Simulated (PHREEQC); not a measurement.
A PHREEQC speciation (ion-association model, phreeqc.dat) at 94 °C gives pH 2.64 and these molalities:

| species | mol/kgw |
|---|---|
| H+ | 0.00247 |
| HSO4- | 0.000928 |
| SO4-2 | 0.000841 |
| Mn+2 | 6.84e-5 |
| MnSO4 | 1.66e-5 |

What are the element totals, and what could have been dissolved in 1 kg of water to give them?

One answer among several that fit: totals Mn(2) 8.50e-5, S(6) 0.00178 mol/kgw, from 0.0017 mol H2SO4 and 8.5e-05 mol MnSO4 per kg of water.

No solid was allowed to form. Species that the database lacks are ignored. At this temperature some constants are extrapolated from 25 °C, and those without enthalpy data are left unchanged.
